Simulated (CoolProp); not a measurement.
Vapour-liquid equilibrium of isohexane (1) + benzene (2) at 767 kPa; x and y are mole fractions of (1).

Values from CoolProp's multi-fluid Helmholtz-energy mixture model, Lemmon 2006 and Thol 2012; pair parameters Bell 2016.

```csv
x,bubble temperature (K),y at the bubble point,dew temperature at overall composition x (K),liquid density (mol/L)
0.05,434.2,0.092,435.6,8.908
0.2,427.8,0.300,430.8,8.350
0.35,423.6,0.452,426.3,7.830
0.5,420.5,0.581,422.4,7.354
0.65,418.2,0.703,419.2,6.922
0.8,416.5,0.827,416.8,6.530
0.95,415.0,0.956,415.1,6.173
```

No azeotrope shows between x = 0.05 and 0.95.

Pair parameters are fitted to limited data, so mixtures are less certain than the pure fluids.
